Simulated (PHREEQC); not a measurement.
A made-up water analysis in mmol/kgw, 25 °C, pH 6.62, pe -0.7:

```
constituent           mmol/kgw
--------------------  --------
Na                         128
K                         2.83
Ca                        9.43
Mg                        16.9
Cl                         155
S(6)                      14.7
Alkalinity (meq/kgw)      1.22
Mn(2)                   0.0213
N(-3)                     3.79
F                       0.0248
```

Valence states are taken as typed.

Computed with PHREEQC (ion-association model, wateq4f.dat).

This is a speciation only: nothing precipitates in the calculation.

**Question.** Order these Ca species by the share of Ca that they hold, largest first: Ca+2, CaHCO3+, CaSO4.

**Answer.** Ca+2 (86 %), CaSO4 (13 %), CaHCO3+ (0.37 %)

The pH is 6.62 and the ionic strength 0.208 mol/kgw. Species that the database lacks are ignored.
